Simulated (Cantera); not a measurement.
Mixture: C3H8 : O2 : N2 = 1 : 7.04 : 46.5 (molar parts), equivalence ratio 0.71, at 3.00 bar, adiabatic and at constant volume. Ignition delay is the time to a rise of 400 K.

Model: GRI-Mech 3.0 (53 species, 325 reactions), integrated in Cantera. GRI-Mech 3.0 was tuned for natural gas; its chemistry of propane as a main component is partial and can be far from experiment.

Q: Predict: delay at 1225 K; delay at 1300 K; delay at 1375 K; delay at 1450 K; delay at 1525 K; delay at 1600 K; apparent activation energy between 1450 and 1600 K.

A: 
- delay at 1225 K = 2.85 ms
- delay at 1300 K = 0.731 ms
- delay at 1375 K = 0.227 ms
- delay at 1450 K = 85.6 µs
- delay at 1525 K = 38.4 µs
- delay at 1600 K = 20.1 µs
- apparent activation energy between 1450 and 1600 K = 190 kJ/mol
